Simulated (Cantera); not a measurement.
A closed system holds: 1 mol Si, 0.58 mol N2O, 220 mol N2, 0.07 mol HF, equilibrated at 0.000130 bar.

These are equilibrium values from Cantera (NASA tables, ideal gas, pure condensed phases), not measurements of a reactor. Candidate condensed phases: H2O, Si, SiO2, Si2N2O, Si3N4; 58 gas species. Mutual solubility and eutectic melting of coexisting phases are not modelled. The tables hold silica as quartz up to 1696 K and as liquid above; real silica turns to tridymite and cristobalite and melts near 1996 K. Equilibrium is a limit: real reactors are often held back by kinetics, nucleation or transport.

Question: What share of the Si ends up in condensed phases as a function of T (K), at 975, 1075, 1175, 1275, 1375, 1475, 1575, 1675, 1775, 1875, 1975, 2075, 2175?

Answer: 
```csv
T (K),Si condensed (%),as
975,98.3,SiO2(β-quartz) + Si2N2O(s)
1075,98.4,SiO2(β-quartz) + Si2N2O(s)
1175,98.4,SiO2(β-quartz) + Si2N2O(s)
1275,92.5,SiO2(β-quartz) + Si2N2O(s)
1375,79.8,Si2N2O(s)
1475,48.4,Si2N2O(s) + Si3N4(s)
1575,28.1,Si(s)
1675,0.0,-
1775,0.0,-
1875,0.0,-
1975,0.0,-
2075,0.0,-
2175,0.0,-
```
